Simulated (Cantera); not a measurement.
Cantera run, input and output.

```python
import numpy as np
import cantera as ct

gas = ct.Solution("h2o2.yaml")
gas.TPX = 1023, 1333, {'H2': 0.2, 'O2': 1}
reactor = ct.IdealGasConstPressureReactor(gas, energy="off", clone=False)
net = ct.ReactorNet([reactor])
net.rtol, net.atol = 1e-08, 1e-18
show = ['H2', 'O2', 'O', 'HO2', 'H2O2', 'H']
times = np.geomspace(1e-05, 20, 10)

steps = ct.SolutionArray(gas, extra=["t"])
rows = []
print(f"{'t/s':>10s}{'T/K':>9s}{'P/Pa':>11s}" + "".join(f"{s:>11s}" for s in show))
for t in times:
    while net.time < t:
        t_next = net.step()
        steps.append(gas.state, t=t_next)
    rows.append([np.interp(t, steps.t, y) for y in (steps.T, steps.P, *steps(*show).X.T)])
    print(f"{t:10.3e}{rows[-1][0]:9.1f}{rows[-1][1]:11.4g}" + "".join(f"{x:11.3e}" for x in rows[-1][2:]))
rate = np.gradient(steps.T, steps.t)
print("integrator steps:", len(steps.t))
if steps.T.max() > steps.T[0] + 200:
    print(f"time of steepest temperature rise: {steps.t[rate.argmax()]:.4e} s")
gas.TPX = 1023, 1333, {'H2': 0.2, 'O2': 1}
gas.equilibrate("TP")
print(f"equilibrium (TP): T = {gas.T:.1f} K  " + "  ".join(f"{s} {gas[s].X[0]:.3e}" for s in show))
```

Result:

```
       t/s      T/K       P/Pa         H2         O2          O        HO2       H2O2          H
 1.000e-05   1023.0       1333  1.667e-01  8.333e-01  9.054e-13  2.493e-11  2.804e-16  2.411e-11
 5.013e-05   1023.0       1333  1.667e-01  8.333e-01  1.996e-11  1.252e-10  7.055e-15  1.146e-10
 2.513e-04   1023.0       1333  1.667e-01  8.333e-01  4.417e-10  6.341e-10  1.783e-13  8.668e-10
 1.260e-03   1023.0       1333  1.667e-01  8.333e-01  2.754e-07  9.783e-09  6.895e-12  4.443e-07
 6.316e-03   1023.0       1333  6.496e-03  7.706e-01  3.454e-02  1.309e-05  2.733e-07  4.056e-02
 3.166e-02   1023.0       1333  4.608e-04  8.154e-01  2.366e-03  8.593e-06  3.681e-07  5.945e-04
 1.587e-01   1023.0       1333  1.255e-05  8.180e-01  6.804e-05  1.040e-06  1.404e-07  2.800e-06
 7.958e-01   1023.0       1333  6.989e-07  8.182e-01  4.742e-06  9.964e-08  3.464e-08  5.159e-08
 3.989e+00   1023.0       1333  7.719e-08  8.182e-01  5.963e-07  1.393e-08  8.477e-09  2.290e-09
 2.000e+01   1023.0       1333  1.183e-08  8.182e-01  9.648e-08  2.616e-09  1.972e-09  1.487e-10
integrator steps: 1995
equilibrium (TP): T = 1023.0 K  H2 2.994e-10  O2 8.182e-01  O 2.456e-09  HO2 1.695e-09  H2O2 7.131e-11  H 6.246e-13
```

Cantera simulation using the H2/O2 subset of GRI-Mech 3.0, which has no nitrogen chemistry; the numbers are that mechanism's predictions, not measurements. Radical loss at walls, strong at low pressure, is not modelled. The temperature is held fixed by assumption; the heat of reaction is taken as removed at once.
